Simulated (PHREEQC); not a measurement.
A solution holds 0.084 mol HF, 0.26 mol NH4F, 0.00018 mol H2SiF6 and 0.0007 mol HCl per kg of water, at 25 °C. Closed to the air; pH follows from the charge balance.

All values are PHREEQC results (ion-association model, phreeqc.dat), not measurements.

This is a speciation only: nothing precipitates in the calculation.

### Question
Order these F species by the share of F that they hold, largest first: SiF6-2, HF2-, HF, F-.

### Answer
F- (64 %), HF2- (22 %), HF (13 %), SiF6-2 (0.31 %)

The pH is 3.67 and the ionic strength 0.261 mol/kgw. SiF6-2 is the database's only silicon fluoride.
